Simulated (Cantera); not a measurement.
Charge: 1 mol BF3, 4.8 mol O2, at 0.133 bar.

Method: chemical equilibrium by Gibbs-energy minimisation in Cantera with the NASA 1993 tables (ideal gas, pure condensed phases). Candidate condensed phases: B, B2O3; 21 gas species. The tables' values for BF2 are old estimates; treat these amounts as uncertain. Kinetics and transport are ignored.

x: gas mole fraction; nothing condenses.

```json
[
 {"T (°C)": "700", "x O2": "0.828", "x BF3": "0.172", "x F": "3.97e-9", "x BOF": "1.65e-10", "x O": "1.69e-10"},
 {"T (°C)": "900", "x O2": "0.828", "x BF3": "0.172", "x F": "3.02e-7", "x BOF": "7.39e-8", "x O": "3.48e-8"},
 {"T (°C)": "1100", "x O2": "0.828", "x BF3": "0.172", "x F": "8.44e-6", "x BOF": "3.37e-6", "x O": "1.54e-6"},
 {"T (°C)": "1300", "x O2": "0.827", "x BF3": "0.172", "x F": "0.000110", "x BOF": "5.00e-5", "x O": "2.60e-5"},
 {"T (°C)": "1500", "x O2": "0.827", "x BF3": "0.172", "x F": "0.000814", "x BOF": "0.000389", "x O": "0.000234"},
 {"T (°C)": "1700", "x O2": "0.823", "x BF3": "0.170", "x F": "?", "x BOF": "?", "x O": "?"},
 {"T (°C)": "1900", "x O2": "0.810", "x BF3": "0.163", "x F": "?", "x BOF": "?", "x O": "?"},
 {"T (°C)": "2100", "x O2": "0.774", "x BF3": "0.144", "x F": "0.0421", "x BOF": "0.0208", "x O": "0.0181"}
]
```

**Question.** Complete the blanks.

**Answer.** 
- 1700, x F: 0.00404
- 1700, x BOF: 0.00197
- 1700, x O: 0.00135
- 1900, x F: 0.0148
- 1900, x BOF: 0.00727
- 1900, x O: 0.00560
